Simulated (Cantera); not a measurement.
Feed: 1 mol SiH2Cl2, 0.15 mol Cl2, a varied amount of N2, at 1550 K and 0.450 bar.

Method: chemical equilibrium by Gibbs-energy minimisation in Cantera with the NASA 1993 tables (ideal gas, pure condensed phases). Candidate condensed phases: NH4Cl, Si, Si3N4; 28 gas species. The tables' values for SiCl3 are old estimates; treat these amounts as uncertain. Kinetics and transport are ignored.

log p: log10 of the partial pressure in bar; n: condensed amount in mol.

```tsv
n(N2) (mol)	log p N2	log p HCl	log p H2	log p SiCl4	log p SiCl2	log p SiCl3	n Si3N4(s)
17	-0.40	-1.47	-2.13	-2.50	-2.64	-2.79	0.235
33	-0.37	-1.72	-2.45	-2.86	-2.83	-3.07	0.238
48	-0.36	-1.87	-2.63	-3.08	-2.95	-3.24	0.239
64	-0.36	?	?	?	?	-3.37	0.240
80	-0.36	-2.07	-2.89	-3.39	-3.10	-3.47	0.240
96	-0.36	?	?	?	-3.16	-3.56	0.240
110	-0.35	-2.20	-3.05	-3.59	-3.20	-3.62	0.241
```

**Question.** What belongs in the gaps?

**Answer.** 
- 96, log p HCl: -2.15
- 96, log p H2: -2.98
- 96, log p SiCl4: -3.51
- 64, log p HCl: -1.98
- 64, log p H2: -2.78
- 64, log p SiCl4: -3.26
- 64, log p SiCl2: -3.03
